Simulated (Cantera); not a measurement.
A freely propagating, adiabatic, planar premixed flame of H₂ : O₂ : N₂ = 1 : 0.2 : 0.752 (molar parts), equivalence ratio 2.5, unburnt at 400 K and 720000 Pa; mixture-averaged transport, grid criteria slope 0.08 and curve 0.16, no radiation.

Cantera simulation using the H2/O2 subset of GRI-Mech 3.0, which has no nitrogen chemistry; the numbers are that mechanism's predictions, not measurements. The hydrogen kinetics of GRI-Mech 3.0 are dated; newer H2 mechanisms differ, most at raised pressure. Burning velocities carry a grid error of a few per cent, more on coarse grids.

Problem. What does this change do: inlet temperature 400 to 450 K?

Solution. 
```tsv
quantity	before	after
laminar burning velocity	351 cm/s	442 cm/s
thermal thickness	0.0354 mm	0.0359 mm
peak x(H)	0.0284	0.0316
peak x(H₂O₂)	0.000119	0.000100
peak x(OH)	0.00135	0.00155
peak x(HO₂)	0.00115	0.00112
```
